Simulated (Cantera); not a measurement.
Source: NASA polynomial tables (part measured, part estimated), evaluated in Cantera. Values are per mole of reaction as written; species without (g) are pure solids or liquids, kept so even where they would boil at 1 bar.

8 SO3(g) + 12 K(g) ⇌ S2(g) + 6 K2SO4

```
T (K)  ΔH° (kJ)  ΔS° (J/K)  ΔG° (kJ)  log10 K  condensed phases
-----  --------  ---------  --------  -------  ----------------
1123        [?]        [?]       [?]      [?]          K2SO4(s)
1173    -6074.5    -2245.3   -3440.8   153.22          K2SO4(s)
1223        [?]        [?]       [?]      [?]          K2SO4(s)
1273        [?]        [?]       [?]      [?]          K2SO4(s)
1323        [?]        [?]       [?]      [?]          K2SO4(s)
1373    -5778.6    -2021.0   -3003.8   114.27          K2SO4(l)
```

Question: Some entries are withheld; supply them.

Answer: 
- 1123, ΔH° (kJ): -6095.3
- 1123, ΔS° (J/K): -2263.4
- 1123, ΔG° (kJ): -3553.5
- 1123, log10 K: 165.28
- 1223, ΔH° (kJ): -6052.7
- 1223, ΔS° (J/K): -2227.1
- 1223, ΔG° (kJ): -3328.9
- 1223, log10 K: 142.18
- 1273, ΔH° (kJ): -6029.8
- 1273, ΔS° (J/K): -2208.7
- 1273, ΔG° (kJ): -3218.1
- 1273, log10 K: 132.04
- 1323, ΔH° (kJ): -6005.7
- 1323, ΔS° (J/K): -2190.2
- 1323, ΔG° (kJ): -3108.1
- 1323, log10 K: 122.71
